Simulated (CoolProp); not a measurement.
A simple Rankine cycle with R123: condensing at 321.15 K, boiler at 0.805 MPa, turbine inlet 376.3 K, turbine efficiency 0.75, pump efficiency 0.6, no recuperator. Each further row changes one setting.

Model: reference Helmholtz-energy equation of state, Younglove 1994, in CoolProp. It is a modified Benedict-Webb-Rubin equation, recast in Helmholtz form.

| case | thermal efficiency (%) | net work (kJ/kg) | heat in (kJ/kg) | turbine exit temperature (K) | volume ratio over the turbine |
|---|---|---|---|---|---|
| as stated | 8.9 | 17.2 | 192 | … | … |
| turbine inlet 396.3 K | 8.9 | 18.7 | 210 | … | … |
| condensing temperature 313.15 K | 10.1 | 20.4 | 201 | 334.3 | 5.36 |
| boiler pressure 0.564 MPa | … | 13.6 | … | … | 2.83 |
| turbine efficiency 0.65 | 7.7 | 14.8 | 192 | 343.0 | … |

Question: Complete the blanks.

Answer: 
- as stated, turbine exit temperature (K): 339.9
- as stated, volume ratio over the turbine: 4.17
- turbine inlet 396.3 K, turbine exit temperature (K): 360.8
- turbine inlet 396.3 K, volume ratio over the turbine: 4.08
- boiler pressure 0.564 MPa, thermal efficiency (%): 6.9
- boiler pressure 0.564 MPa, heat in (kJ/kg): 197
- boiler pressure 0.564 MPa, turbine exit temperature (K): 350.8
- turbine efficiency 0.65, volume ratio over the turbine: 4.21
